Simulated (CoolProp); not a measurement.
Vapour-liquid equilibrium of benzene (1) + n-dodecane (2) at 0.111 bar; x and y are mole fractions of (1).

Values from CoolProp's multi-fluid Helmholtz-energy mixture model, Thol 2012 and Lemmon 2004; pair parameters Bell 2016.

Problem. Give the bubble temperature and the first vapour's composition at x = 0.25, 0.35, 0.95. Is there an azeotrope?

Solution. x = 0.25: 326.2 K, y = 0.990; x = 0.35: 316.6 K, y = 0.996; x = 0.95: 296.3 K, y = 1.000. No azeotrope shows between x = 0.05 and 0.95.

The pair parameters rest on a limited set of measurements; away from them the model extrapolates. The gap from Raoult's law changes sign with composition, which may be real or a fault of the pair parameters; it wasn't checked against measurements.
